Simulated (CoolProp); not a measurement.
C3F8 (R218) at 298.15 K and 0.291 MPa flows at 8.3 m/s in a round tube of 50 mm bore and 1.5 µm roughness, fully developed (64/Re and Nu = 3.66 if laminar; Colebrook and Gnielinski if turbulent). Each further row changes one setting.

Values from CoolProp's reference Helmholtz-energy equation of state, Lemmon 2006. It is a short technical equation, of lower accuracy than the large ones.

```json
[
 {"case": "as stated", "Reynolds number": "801000", "Darcy friction factor": "0.0127", "pressure drop (Pa/m)": "(withheld)", "heat-transfer coefficient (W/(m² K))": "272", "mass flow (kg/h)": "1380"},
 {"case": "velocity 16.6 m/s", "Reynolds number": "1600000", "Darcy friction factor": "0.0116", "pressure drop (Pa/m)": "753", "heat-transfer coefficient (W/(m² K))": "497", "mass flow (kg/h)": "(withheld)"},
 {"case": "diameter 100 mm", "Reynolds number": "1600000", "Darcy friction factor": "0.0112", "pressure drop (Pa/m)": "(withheld)", "heat-transfer coefficient (W/(m² K))": "240", "mass flow (kg/h)": "(withheld)"}
]
```

### Question
What belongs in the gaps?

### Answer

- as stated, pressure drop (Pa/m): 206
- velocity 16.6 m/s, mass flow (kg/h): 2770
- diameter 100 mm, pressure drop (Pa/m): 91.0
- diameter 100 mm, mass flow (kg/h): 5530

Viscosity comes from a separate model (Huber 2003), an estimate that may be off by 10 % or more. Thermal conductivity comes from a separate model (Huber 2003), an estimate that may be off by 10 % or more.
